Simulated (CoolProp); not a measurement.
Vapour pressure (kPa) of R115: the reference equation beside estimates from Tc = 80.0 °C, pc = 3129 kPa, ω = 0.248.

The numbers come from the reference Helmholtz-energy equation of state, Lemmon 2016 in CoolProp.

| T (°C) | reference | Redlich-Kwong | Soave-Redlich-Kwong |
|---|---|---|---|
| -43.55 | 83.13 | 142.1 | … |
| -35.75 | 118.0 | 192.8 | 117.5 |
| -27.95 | 163.3 | 255.6 | 163.1 |
| -20.15 | 220.9 | 332.1 | 221.2 |
| -12.35 | … | 423.6 | … |
| -4.55 | 381.0 | 531.7 | 383.8 |
| 3.25 | 487.8 | 657.9 | 492.7 |
| 11.05 | … | 803.4 | 623.3 |
| 18.75 | 764.4 | 967.3 | 775.9 |
| 26.55 | 940.8 | 1155 | 957.0 |
| 34.35 | 1146 | 1367 | 1167 |
| 42.15 | 1382 | 1602 | 1410 |
| 49.95 | 1653 | 1864 | 1687 |
| 57.75 | 1964 | 2152 | 2002 |
| 65.55 | 2319 | 2468 | 2357 |

Task: Some entries are withheld; supply them.

Result: 
- -43.55, Soave-Redlich-Kwong: 82.55
- -12.35, reference: 292.7
- -12.35, Soave-Redlich-Kwong: 294.0
- 11.05, reference: 615.5

Absolute difference from the reference over all 15 rows, mean and median: Redlich-Kwong 33.6 and 30.5 %, Soave-Redlich-Kwong 1.2 and 1.3 %.
